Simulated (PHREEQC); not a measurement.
HCl is added in steps, without added water, to 1 kg of water holding 120 mmol/kgw Pb(NO3)2, 2.1 mmol/kgw ZnCl2 and 0.36 mmol/kgw NaCl, at 25 °C. O2 is buffered at 0.21 atm. CO2 from the air is kept out. Solids allowed: Zn(OH)2-e, Zn5(OH)8Cl2, Pb(OH)2, Cotunnite, Laurionite, Halite. Others were left out.

Base run: PHREEQC, ion-association model, wateq4f.dat. Each further column changes one thing. The table gives PbCl+ (mol/kgw).

| HCl added (mol) | base | NaCl from 0.00036 to 0.000324 mol/kgw | ZnCl2 replaced by FeCl3 at the same molality | 0.021 mol/kgw HBr added | no solid may form |
|---|---|---|---|---|---|
| 0 | 0.00194 | 0.00192 | [?] | 0.00182 | 0.00194 |
| 0.002625 | 0.00303 | 0.00302 | [?] | 0.00285 | 0.00303 |
| 0.007875 | 0.00517 | 0.00516 | 0.00597 | 0.00485 | 0.00517 |
| 0.0105 | 0.00622 | 0.00620 | 0.00699 | 0.00583 | 0.00622 |
| 0.01575 | 0.00826 | 0.00825 | [?] | 0.00775 | 0.00826 |
| 0.01837 | 0.00926 | 0.00925 | 0.00997 | 0.00869 | 0.00926 |
| 0.02363 | 0.0112 | 0.0112 | [?] | 0.0105 | 0.0112 |
| 0.02625 | 0.0122 | 0.0122 | 0.0128 | 0.0114 | 0.0122 |
| 0.0315 | 0.0140 | 0.0140 | 0.0147 | 0.0132 | 0.0140 |
| 0.03413 | 0.0150 | 0.0149 | 0.0156 | 0.0140 | 0.0150 |
| 0.03938 | 0.0167 | 0.0167 | [?] | 0.0157 | 0.0167 |
| 0.042 | 0.0176 | 0.0176 | 0.0182 | 0.0165 | 0.0176 |

Problem. What belongs in the gaps?

Solution. 
- 0, ZnCl2 replaced by FeCl3 at the same molality: 0.00281
- 0.002625, ZnCl2 replaced by FeCl3 at the same molality: 0.00388
- 0.01575, ZnCl2 replaced by FeCl3 at the same molality: 0.00899
- 0.02363, ZnCl2 replaced by FeCl3 at the same molality: 0.0119
- 0.03938, ZnCl2 replaced by FeCl3 at the same molality: 0.0173

 Solids allowed in the column 'ZnCl2 replaced by FeCl3 at the same molality': Fe(OH)3(a), Pb(OH)2, Cotunnite, Laurionite, Halite. Solids allowed in the column '0.021 mol/kgw HBr added': Zn(OH)2-e, Zn5(OH)8Cl2, Pb(OH)2, Cotunnite, Laurionite, PbBr2, Halite.
